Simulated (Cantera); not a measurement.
Transport properties of process gases

Gas mixture: C₂H₂ = 0.93 (molar parts), at 0.0160 bar, frozen composition.

Cantera's kinetic-theory transport with the Lennard-Jones parameters of GRI-Mech 3.0, ideal gas; thermal conductivity in the multicomponent form. The composition is frozen, though it would react at the higher temperatures.

```csv
T (K),ρ (kg/m³),cp (J/kg/K),μ (µPa s),λ (mW/m/K),Pr,D (cm²/s) H₂,D (cm²/s) H₂O,D (cm²/s) O
400,0.0125,1931,13.6,35.6,0.737,64.8,19.1,27.1
550,0.00911,2170,17.6,51.9,0.737,111,35.4,47.1
700,0.00716,2340,21.2,67.4,0.737,167,55.5,71.2
850,0.00589,2482,24.4,82.4,0.736,231,79.1,98.9
1000,0.00501,2608,27.4,97.2,0.735,303,106,130
1150,0.00436,2718,30.2,112,0.735,383,135,164
1300,0.00385,2814,32.8,126,0.734,469,168,201
1450,0.00346,2896,35.3,139,0.733,562,203,242
```
D: mixture-averaged diffusion coefficient of that species in the mixture.
